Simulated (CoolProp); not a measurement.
A simple Rankine cycle with hexamethyldisiloxane (MM): condensing at 323.15 K, boiler at 0.481 MPa, turbine inlet 440.3 K, turbine efficiency 0.8, pump efficiency 0.7, no recuperator. Each further row changes one setting.

Model: reference Helmholtz-energy equation of state, Thol 2016, in CoolProp.

```
case                             thermal efficiency (%)  net work (kJ/kg)  heat in (kJ/kg)  turbine exit temperature (K)  volume ratio over the turbine
-------------------------------  ----------------------  ----------------  ---------------  ----------------------------  -----------------------------
as stated                                          13.0              52.3              403                         403.1                           30.6
turbine inlet 460.3 K                                 …              55.5              443                         423.6                              …
condensing temperature 315.15 K                    13.8              57.8              419                         399.9                           42.9
boiler pressure 0.337 MPa                          11.8              48.1              408                             …                              …
turbine efficiency 0.7                             11.3              45.7              403                         406.8                           30.9
```

**Question.** Some entries are withheld; supply them.

**Answer.** 
- turbine inlet 460.3 K, thermal efficiency (%): 12.5
- turbine inlet 460.3 K, volume ratio over the turbine: 29.6
- boiler pressure 0.337 MPa, turbine exit temperature (K): 408.6
- boiler pressure 0.337 MPa, volume ratio over the turbine: 20.2
